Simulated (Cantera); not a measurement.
A closed system holds: 1 mol SiH4, 0.55 mol CH4, 180 mol H2, held at 2473 K and 0.300 bar.

Cantera equilibrium calculation (NASA polynomials, part measured and part estimated; ideal gas, pure solids and liquids). Candidate condensed phases: C, C6H6, C7H8, C8H18, Si, SiC; 87 gas species. Gases not in the tables: Si2H6 and higher silanes. Rates play no part.

Base state: H2 0.954, H 0.0398, Si 0.00383, C2H2 (acetylene) 0.00120, SiH 0.000564, SiH2 0.000262, Si2C 0.000244, SiC2 0.000120 (mole fractions); condensed: gas only.

Problem. What changes in the equilibrium state with this change: temperature from 2473 K to 948.15 K?

Solution. 
```
species             before    after
----------------  --------  -------
H2                   0.954    1.000
CH4                1.55e-5  1.24e-5
H                   0.0398    <1e-9
Si                 0.00383    <1e-9
C2H2 (acetylene)   0.00120    <1e-9
SiH               0.000564    <1e-9
SiH2              0.000262    <1e-9
Si2C              0.000244    <1e-9
SiC2              0.000120    <1e-9
Si(s), mol               0    0.452
SiC(s), mol              0    0.548
```
